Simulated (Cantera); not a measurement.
A freely propagating, adiabatic, planar premixed flame of 24.6 % CO, 9.10 % H2, 0.934 % CH4, 11.3 % O2, 54.1 % N2, equivalence ratio 1.7, unburnt at 423 K and 0.730 atm; mixture-averaged transport, grid criteria slope 0.08 and curve 0.16, no radiation.

Detailed kinetics in Cantera: GRI-Mech 3.0 (53 species, 325 reactions). Burning velocities carry a grid error of a few per cent, more on coarse grids.

x: mole fraction of selected species; z is measured from the peak of heat release.

```tsv
z (mm)	T (K)	u (m/s)	x CO	x H2	x CH4	x C2H6	x O2	x CH2
-1.86	423	1.76	0.246	0.0909	0.00934	<1e-8	0.113	<1e-8
-1.24	423	1.76	0.246	0.0909	0.00934	<1e-8	0.113	<1e-8
-0.930	423	1.76	0.246	0.0908	0.00934	<1e-8	0.113	<1e-8
-0.620	423	1.76	0.246	0.0899	0.00935	<1e-8	0.113	<1e-8
-0.310	488	2.01	0.247	0.0811	0.00937	7.30e-8	0.112	<1e-8
-0.155	805	3.27	0.239	0.0640	0.00833	8.40e-7	0.100	1.15e-7
0	…	4.89	0.222	…	…	…	…	…
0.155	1449	5.78	0.193	0.0227	0.000139	<1e-8	0.0330	1.96e-7
0.310	1563	6.17	0.169	0.0192	2.44e-6	<1e-8	0.0185	<1e-8
0.620	1682	6.55	0.149	0.0214	<1e-8	<1e-8	0.0102	<1e-8
1.24	1793	6.92	0.144	0.0226	<1e-8	<1e-8	0.00705	<1e-8
2.48	1898	7.27	0.144	0.0221	<1e-8	<1e-8	0.00498	<1e-8
4.96	1987	7.56	0.144	0.0212	<1e-8	<1e-8	…	<1e-8
```

Q: Complete the blanks.

A: 
- 0, T (K): 1211
- 0, x H2: 0.0399
- 0, x CH4: 0.00295
- 0, x C2H6: 6.94e-7
- 0, x O2: 0.0672
- 0, x CH2: 8.95e-7
- 4.96, x O2: 0.00295
